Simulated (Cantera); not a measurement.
Cantera run, input and output.

```python
import numpy as np
import cantera as ct

gas = ct.Solution("gri30.yaml")
gas.TPX = 1575, 101325, {'CH4': 1, 'C2H6': 0.083, 'O2': 1.91, 'N2': 12.8}
reactor = ct.IdealGasReactor(gas, energy="on", clone=False)
net = ct.ReactorNet([reactor])
net.rtol, net.atol = 1e-08, 1e-16
show = ['CH4', 'C2H6', 'O2', 'C2H', 'CH2O', 'OH', 'NO']
times = np.geomspace(2e-06, 0.3, 12)

steps = ct.SolutionArray(gas, extra=["t"])
rows = []
print(f"{'t/s':>10s}{'T/K':>9s}{'P/Pa':>11s}" + "".join(f"{s:>11s}" for s in show))
for t in times:
    while net.time < t:
        t_next = net.step()
        steps.append(gas.state, t=t_next)
    rows.append([np.interp(t, steps.t, y) for y in (steps.T, steps.P, *steps(*show).X.T)])
    print(f"{t:10.3e}{rows[-1][0]:9.1f}{rows[-1][1]:11.4g}" + "".join(f"{x:11.3e}" for x in rows[-1][2:]))
rate = np.gradient(steps.T, steps.t)
print("integrator steps:", len(steps.t))
if steps.T.max() > steps.T[0] + 200:
    print(f"time of steepest temperature rise: {steps.t[rate.argmax()]:.4e} s")
gas.TPX = 1575, 101325, {'CH4': 1, 'C2H6': 0.083, 'O2': 1.91, 'N2': 12.8}
gas.equilibrate("UV")
print(f"equilibrium (UV): T = {gas.T:.1f} K  " + "  ".join(f"{s} {gas[s].X[0]:.3e}" for s in show))
```

Output:

```
       t/s      T/K       P/Pa        CH4       C2H6         O2        C2H       CH2O         OH         NO
 2.000e-06   1574.7  1.013e+05  6.332e-02  5.233e-03  1.209e-01  2.445e-19  2.208e-07  1.024e-07  1.702e-15
 5.910e-06   1574.3  1.013e+05  6.331e-02  5.189e-03  1.209e-01  4.260e-17  2.028e-06  3.829e-07  2.046e-14
 1.746e-05   1573.0  1.012e+05  6.326e-02  5.054e-03  1.209e-01  9.744e-15  2.044e-05  1.619e-06  2.446e-13
 5.160e-05   1572.2  1.012e+05  6.263e-02  4.657e-03  1.204e-01  3.200e-12  2.286e-04  6.811e-06  5.212e-12
 1.525e-04   1601.5  1.035e+05  5.632e-02  3.353e-03  1.156e-01  1.061e-09  1.628e-03  2.925e-05  2.085e-10
 4.506e-04   2706.5  1.823e+05  8.310e-15  2.294e-28  5.813e-03  5.467e-19  5.836e-10  1.114e-02  7.295e-04
 1.332e-03   2743.3  1.842e+05  1.390e-14  4.287e-28  4.367e-03  8.839e-19  6.253e-10  9.761e-03  2.983e-03
 3.935e-03   2737.3  1.838e+05  1.484e-14  4.791e-28  4.033e-03  8.933e-19  6.382e-10  9.426e-03  4.525e-03
 1.163e-02   2737.0  1.838e+05  1.490e-14  4.824e-28  4.012e-03  8.938e-19  6.391e-10  9.405e-03  4.622e-03
 3.436e-02   2737.0  1.838e+05  1.490e-14  4.824e-28  4.012e-03  8.938e-19  6.391e-10  9.405e-03  4.622e-03
 1.015e-01   2737.0  1.838e+05  1.490e-14  4.824e-28  4.012e-03  8.938e-19  6.391e-10  9.405e-03  4.622e-03
 3.000e-01   2737.0  1.838e+05  1.490e-14  4.824e-28  4.012e-03  8.938e-19  6.391e-10  9.405e-03  4.622e-03
integrator steps: 1679
time of steepest temperature rise: 2.4825e-04 s
equilibrium (UV): T = 2737.0 K  CH4 1.848e-14  C2H6 6.967e-28  O2 4.012e-03  C2H 9.466e-19  CH2O 6.391e-10  OH 9.405e-03  NO 4.622e-03
```

Cantera simulation using GRI-Mech 3.0 (53 species, 325 reactions); the numbers are that mechanism's predictions, not measurements.
